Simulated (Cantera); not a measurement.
## Si + HCl + H₂ (chlorosilane synthesis and conversion)

Input: 1 mol Si, 0.71 mol HCl, 1.7 mol H₂, at 302 °C and 0.900 bar.

Cantera equilibrium calculation (NASA polynomials, part measured and part estimated; ideal gas, pure solids and liquids). Candidate condensed phases: Si; 19 gas species. The numbers say what is thermodynamically allowed, not how fast it happens.

- x(H₂) = 0.909
- x(SiCl₄) = 0.0503
- x(SiHCl₃) = 0.0392
- x(SiH₂Cl₂) = 0.00141
- x(HCl) = 1.73e-5
- x(SiH₃Cl) = 9.60e-6
- n(Si(s)) = 0.799 mol
- gas amount = 2.209 mol
